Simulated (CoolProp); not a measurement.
n-perfluorohexane along the isobar 2.05 MPa: fugacity coefficient from the reference equation and from simpler models built on Tc = 448.0 K, pc = 1.742 MPa, ω = 0.497; each cubic takes its own stable root.

Model: reference Helmholtz-energy equation of state, Gao 2022, in CoolProp.

| T (K) | phase | reference |
|---|---|---|
| 286.3 | liquid | 0.009674 |
| 297.7 | liquid | 0.01618 |
| 309 | liquid | 0.02561 |
| 320.4 | liquid | 0.03892 |
| 331.8 | liquid | 0.05682 |
| 343.1 | liquid | 0.07980 |
| 354.5 | liquid | 0.1089 |
| 365.8 | liquid | 0.1440 |
| 377.2 | liquid | 0.1861 |
| 388.5 | liquid | 0.2343 |
| 399.9 | liquid | 0.2893 |
| 411.3 | liquid | 0.3500 |

Q: How far does each simpler model (van der Waals, Redlich-Kwong, Soave-Redlich-Kwong, Peng-Robinson) lie from the reference over these 12 states: mean and median of the absolute difference, and the worst?

A: 
- van der Waals: mean 345.9 %, median 208.0 %, worst +1177.7 % at 286.3 K and 2.05 MPa
- Redlich-Kwong: mean 112.9 %, median 86.8 %, worst +295.3 % at 286.3 K and 2.05 MPa
- Soave-Redlich-Kwong: mean 3.5 %, median 3.5 %, worst +4.7 % at 411.3 K and 2.05 MPa
- Peng-Robinson: mean 1.0 %, median 0.7 %, worst +3.2 % at 286.3 K and 2.05 MPa
